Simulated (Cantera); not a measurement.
Cantera run:

```python
import numpy as np
import cantera as ct

gas_names = """
    CL CL2 H HCL H2 N NH NH2 NH3 N2 N2H2 N2H4 Si SiCL SiCL2 SiCL3 SiCL4 SiH SiHCL3 SiH2 SiH2CL2 SiH3
    SiH3CL SiH4 SiN Si2 Si2N Si3
""".split()
cond_names = """
    NH4CL(a) NH4CL(b) Si(cr) Si(L) Si3N4(a)
""".split()


# ... load() reads the species with a 1 bar reference pressure and builds the phases ...
atoms = {
    'Si2Cl6': {'Si': 2, 'CL': 6},
    'NH3': {'N': 1, 'H': 3},
    'N2': {'N': 2},
}
top_T = {'Si3N4(a)': 2400}  # K; cautious upper limits of use, not melting points


# ... equilibrate(T, P, feed) seeds the gas with the atoms and calls Mixture.equilibrate('TP', solver="vcs", rtol=1e-11, max_steps=5000) ...
results = []
feed = {'Si2Cl6': 1, 'NH3': 5, 'N2': 90}  # mol
P = 7.4  # Pa
for T in [1398, 1448, 1498, 1548, 1598, 1648, 1698, 1748]:
    mix = equilibrate(T, P, feed)
    results.append((T, P, feed, dict(zip(mix.species_names, mix.species_moles))))

top = {s: max(r[3][s] / sum(r[3][g] for g in gas_names) for r in results) for s in gas_names}
cols = sorted((s for s in top if top[s] > 0.001), key=lambda s: -top[s])[:5]
seen = [c for c in cond_names if any(r[3].get(c, 0) > 1e-12 for r in results)]
print("log10 of partial pressures in bar; condensed amounts in mol")
print(f"{'T/K':>10s}" + "".join(f"{s[:9]:>10s}" for s in cols + seen))
for T, P, feed, n in results:
    ng = sum(n[g] for g in gas_names)
    print(f"{T:10.4g}" + "".join(f"{np.log10(max(n[s] / ng * P / 1e5, 1e-99)):10.3f}" for s in cols)
          + "".join(f"{n.get(c, 0):10.4g}" for c in seen))
```

Result:

```
log10 of partial pressures in bar; condensed amounts in mol
       T/K        N2        H2       HCL     SiCL2         H  Si3N4(a)
      1398    -4.178    -5.384    -5.593    -6.056    -8.017     0.258
      1448    -4.178    -5.359    -5.693    -5.944    -7.715    0.1374
      1498    -4.178    -5.339    -5.802    -5.868    -7.434   0.03087
      1548    -4.178    -5.337    -5.829    -5.855    -7.180         0
      1598    -4.178    -5.343    -5.807    -5.871    -6.945         0
      1648    -4.179    -5.354    -5.772    -5.900    -6.727         0
      1698    -4.180    -5.370    -5.727    -5.946    -6.525         0
      1748    -4.182    -5.392    -5.680    -6.012    -6.337         0
```

Cantera equilibrium calculation (NASA polynomials, part measured and part estimated; ideal gas, pure solids and liquids). The feed counts by its element totals alone. The tables' values for SiCl, SiCl3, SiN are old estimates; treat these amounts as uncertain.
